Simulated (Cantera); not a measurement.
Source: NASA polynomial tables (part measured, part estimated), evaluated in Cantera. Values are per mole of reaction as written; species without (g) are pure solids or liquids, kept so even where they would boil at 1 bar.

5 Si(g) + Si(CH3)4(g) ⇌ 6 SiH2(g) + 4 C

| T (K) | ΔH° (kJ) | ΔS° (J/K) | ΔG° (kJ) | log10 K |
|---|---|---|---|---|
| 300 | -491.3 | 67.1 | -511.4 | 89.04 |
| 825 | ? | ? | ? | ? |
| 1025 | -468.1 | 99.7 | -570.2 | 29.06 |
| 1225 | -461.7 | 105.4 | -590.8 | 25.19 |
| 1425 | ? | ? | ? | ? |
| 1625 | -456.0 | 109.5 | -634.0 | 20.38 |
| 1825 | -456.2 | 109.5 | -656.0 | 18.77 |
| 2025 | ? | ? | ? | ? |
| 2225 | -460.9 | 107.2 | -699.4 | 16.42 |
| 2425 | ? | ? | ? | ? |
| 2625 | -470.3 | 103.3 | -741.5 | 14.75 |
| 2825 | -476.2 | 101.1 | -761.9 | 14.09 |

### Question
Fill in the missing entries.

### Answer

- 825, ΔH° (kJ): -476.8
- 825, ΔS° (J/K): 90.2
- 825, ΔG° (kJ): -551.2
- 825, log10 K: 34.90
- 1425, ΔH° (kJ): -457.8
- 1425, ΔS° (J/K): 108.4
- 1425, ΔG° (kJ): -612.2
- 1425, log10 K: 22.44
- 2025, ΔH° (kJ): -457.9
- 2025, ΔS° (J/K): 108.6
- 2025, ΔG° (kJ): -677.8
- 2025, log10 K: 17.48
- 2425, ΔH° (kJ): -465.1
- 2425, ΔS° (J/K): 105.3
- 2425, ΔG° (kJ): -720.6
- 2425, log10 K: 15.52
